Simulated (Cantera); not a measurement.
Feed: 1 mol CH₂F₂, 0.99 mol CH₄, 0.1 mol H₂, equilibrated at 677 °C and 0.200 bar.

These are equilibrium values from Cantera (NASA tables, ideal gas, pure condensed phases), not measurements of a reactor. Candidate condensed phases: C, C₆H₆, C₇H₈, C₈H₁₈; 95 gas species. Rates play no part.

Base state: H₂ 0.497, HF 0.494, CH₄ 0.00830 (mole fractions); condensed: C(graphite).

Task: What changes in the equilibrium state with this change: temperature from 677 °C to 3225 °C?

Result: 
```
species           before     after
----------------  ------  --------
H                  <1e-9     0.435
HF                 0.494     0.308
H₂                 0.497     0.110
C₃                 <1e-9    0.0689
C₂H                <1e-9    0.0179
F                  <1e-9    0.0165
C₂H₂ (acetylene)   <1e-9    0.0143
C                  <1e-9    0.0115
C₂                 <1e-9   0.00986
CF                 <1e-9   0.00357
C₅                 <1e-9   0.00281
C₄H₂               <1e-9  0.000781
C(graphite), mol    1.96         0
```
